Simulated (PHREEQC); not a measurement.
Make-up at 25 °C: 0.011 mol HF, 4.5e-05 mol NH4F and 0.0012 mol (NH4)2SiF6 per kg of water. Closed to the air; pH follows from the charge balance.

Equilibrium calculation in PHREEQC: ion-association model, wateq4f.dat.

Question: The ionic strength comes out as 0.00617 mol/kgw. What activity coefficients do H+, HF2-, SiF6-2, F-, NH4+ get?

Answer: H+ 0.93, HF2- 0.92, SiF6-2 0.72, F- 0.92, NH4+ 0.92.

Precipitation was switched off in this run. SiF6-2 is the database's only silicon fluoride.
